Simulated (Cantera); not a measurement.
Feed: 1 mol SiH₂Cl₂, 0.0082 mol C₂H₄, 1.2 mol H₂, at 2052 °C and 0.100 bar.

Equilibrium computed with Cantera from the NASA thermochemical tables; the gas is ideal and each condensed phase is pure. Candidate condensed phases: C, C₆H₆, C₇H₈, C₈H₁₈, Si, SiC; 109 gas species. Mutual solubility and eutectic melting of coexisting phases are not modelled. The tables' values for SiCl, SiCl₃ are old estimates; treat these amounts as uncertain. Gases not in the tables: Si₂H₆ and higher silanes. Rates play no part.

Question: What is the equilibrium state?

Answer: 
| Item | Result |
|---|---|
| x(H₂) | 0.536 |
| x(HCl) | 0.233 |
| x(SiCl₂) | 0.173 |
| x(H) | 0.0255 |
| x(Si) | 0.0116 |
| x(SiCl) | 0.00899 |
| x(Cl) | 0.00795 |
| x(SiCl₃) | 0.00151 |
| x(Si₂C) | 0.00102 |
| n(Si(l)) | 0.324 mol |
| n(SiC(s)) | 0.0123 mol |
| gas amount | 3.329 mol |
| log10 activity of C(graphite) (absent) | -0.81 |
